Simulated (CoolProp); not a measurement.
A closed Brayton cycle with carbon dioxide: compressor inlet 309.15 K and 8.7 MPa, high pressure 16.6 MPa, turbine inlet 890 K, compressor efficiency 0.8, turbine efficiency 0.93, recuperator effectiveness 0.95 (on enthalpy, no pinch check). Each further row changes one setting.

Model: reference Helmholtz-energy equation of state, Span 1996, in CoolProp.

```tsv
case	thermal efficiency (%)	net work (kJ/kg)	compressor to turbine work	compressor exit (K)	turbine exit (K)
as stated	34.4	82.6	0.15	329.9	805.4
turbine inlet 840 K	33.2	76.6	(withheld)	329.9	758.5
compressor inlet 319.15 K	36.0	70.2	0.28	366.6	805.4
high pressure 14.1 MPa	30.5	(withheld)	0.14	(withheld)	826.4
recuperator effectiveness 0.5	16.5	82.6	0.15	329.9	805.4
```

Question: What belongs in the gaps?

Answer: 
- turbine inlet 840 K, compressor to turbine work: 0.16
- high pressure 14.1 MPa, net work (kJ/kg): 63.4
- high pressure 14.1 MPa, compressor exit (K): 324.3
